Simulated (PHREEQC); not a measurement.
Make-up at 30 °C: 0.0024 mol Ca(HCO3)2, 0.14 mol Na2SO4 and 0.21 mol MgSO4 per kg of water. Closed to the air; pH follows from the charge balance.

Equilibrium calculation in PHREEQC: ion-association model, phreeqc.dat.

Precipitation was switched off in this run.

**Question.** Estimate the pH, activity of water.

**Answer.** pH 7.54; activity of water 0.989.

**Question.** In which forms is C present?

**Answer.** HCO3- 72 %, MgHCO3+ 18 %, NaHCO3 4.0 %, CO2 2.6 %, MgCO3 1.5 % of the C.
